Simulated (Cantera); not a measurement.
Feed: 1 mol C2H5OH, 56 mol H2, held at 13.3 mbar.

These are equilibrium values from Cantera (NASA tables, ideal gas, pure condensed phases), not measurements of a reactor. Candidate condensed phases: C, C6H6, C7H8, C8H18, H2O; 110 gas species. Kinetics and transport are ignored.

x: gas mole fraction; n: condensed amount in mol.

```
T (°C)   x H2    x H    x CO  x C2H2 (acetylene)  n C(graphite)
------  -----  -----  ------  ------------------  -------------
2075    0.879  0.100  0.0158             0.00480          0.385
2125    0.852  0.126  0.0156             0.00589          0.233
2175    0.821      ?  0.0154             0.00710              ?
2225    0.786  0.191  0.0151             0.00729              0
2275    0.746  0.231  0.0147             0.00704              0
2325    0.702  0.276  0.0144             0.00674              0
2375    0.654  0.326  0.0139             0.00638              0
2425        ?      ?  0.0135             0.00595              0
2475    0.546  0.435  0.0130             0.00543              0
2525    0.489  0.492  0.0125             0.00483              0
2575    0.432  0.550  0.0121             0.00416              0
2625    0.376  0.607  0.0116             0.00344              0
2675    0.323  0.660  0.0111             0.00271              0
2725    0.273  0.710  0.0107             0.00203              0
```

Question: What belongs in the gaps?

Answer: 
- 2175, x H: 0.156
- 2175, n C(graphite): 0.0526
- 2425, x H2: 0.601
- 2425, x H: 0.379
